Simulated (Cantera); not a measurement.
A Cantera script and what it prints.

```python
import numpy as np
import cantera as ct

gas_names = """
    Fe H H2 H2S N NH NH2 NH3 N2 N2H2 N2H4 S SH SN S2 S8
""".split()
cond_names = """
    Fe(a) Fe(c) Fe(d) Fe(L) FeS(a) FeS(b) FeS(c) FeS(L) FeS2(s) S(cr1) S(cr2) S(L)
""".split()


def load(file, names, dense=False):
    # The tables refer to 1 bar. Condensed volumes are neglected.
    table = {s.name: s for s in ct.Species.list_from_file(file)}
    out = []
    for n in names:
        d = dict(table[n].input_data)
        d["thermo"] = dict(d["thermo"], **{"reference-pressure": 1e5})
        if dense:
            d["equation-of-state"] = {"model": "constant-volume", "density": "1e6 g/cm^3"}
        out.append(ct.Species.from_dict(d))
    return out


gas = ct.Solution(thermo="ideal-gas", species=load("nasa_gas.yaml", gas_names))
cond = {s.name: ct.Solution(thermo="fixed-stoichiometry", species=[s], name=s.name)
        for s in load("nasa_condensed.yaml", cond_names, dense=True)}
atoms = {
    'FeS': {'Fe': 1, 'S': 1},
    'H2S': {'H': 2, 'S': 1},
    'N2': {'N': 2},
}
top_T = {'FeS2(s)': 1010}  # K; cautious upper limits of use, not melting points


def equilibrate(T, P, feed):
    n = {}
    for name, mol in feed.items():
        for a, k in atoms[name].items():
            n[a] = n.get(a, 0.0) + k * mol
    gas.TPX = T, P, n
    mass = sum(n.values()) * gas.mean_molecular_weight
    gas.equilibrate("TP")
    valid = [c for c in cond.values() if c.min_temp <= T <= top_T.get(c.name, c.max_temp)]
    mix = ct.Mixture([(gas, mass / gas.mean_molecular_weight)] + [(c, 0.0) for c in valid])
    mix.T, mix.P = T, P
    mix.equilibrate("TP", solver="vcs", rtol=1e-11, max_steps=5000)
    return mix


results = []
feed = {'FeS': 1, 'H2S': 0.42, 'N2': 15}  # mol
P = 1900000  # Pa
for T in [725, 750, 775, 800, 825, 850, 875, 900, 925, 950, 975, 1000, 1025]:
    mix = equilibrate(T, P, feed)
    results.append((T, P, feed, dict(zip(mix.species_names, mix.species_moles))))

top = {s: max(r[3][s] / sum(r[3][g] for g in gas_names) for r in results) for s in gas_names}
cols = sorted((s for s in top if top[s] > 0.0001), key=lambda s: -top[s])[:7]
seen = [c for c in cond_names if any(r[3].get(c, 0) > 1e-12 for r in results)]
print("log10 of partial pressures in bar; condensed amounts in mol")
print(f"{'T/K':>10s}" + "".join(f"{s[:9]:>10s}" for s in cols + seen))
for T, P, feed, n in results:
    ng = sum(n[g] for g in gas_names)
    print(f"{T:10.4g}" + "".join(f"{np.log10(max(n[s] / ng * P / 1e5, 1e-99)):10.3f}" for s in cols)
          + "".join(f"{n.get(c, 0):10.4g}" for c in seen))
```

It prints:

```
log10 of partial pressures in bar; condensed amounts in mol
       T/K        N2       H2S        H2        S2    FeS(c)   FeS2(s)
       725     1.267    -0.334    -1.274    -5.922    0.9564   0.04359
       750     1.267    -0.322    -1.390    -5.240    0.9667   0.03325
       775     1.267    -0.314    -1.501    -4.603    0.9743   0.02568
       800     1.267    -0.307    -1.606    -4.005      0.98   0.01999
       825     1.267    -0.303    -1.706    -3.444    0.9846   0.01541
       850     1.267    -0.300    -1.801    -2.916    0.9891   0.01089
       875     1.267    -0.297    -1.890    -2.418    0.9957  0.004268
       900     1.267    -0.298    -1.867    -2.168         1         0
       925     1.267    -0.301    -1.776    -2.076         1         0
       950     1.267    -0.304    -1.689    -1.990         1         0
       975     1.266    -0.308    -1.607    -1.908         1         0
      1000     1.266    -0.312    -1.530    -1.831         1         0
      1025     1.266    -0.317    -1.457    -1.757         1         0
```

These are equilibrium values from Cantera (NASA tables, ideal gas, pure condensed phases), not measurements of a reactor. FeS: taken at fixed stoichiometry. Gases not in the tables: S3 to S7.
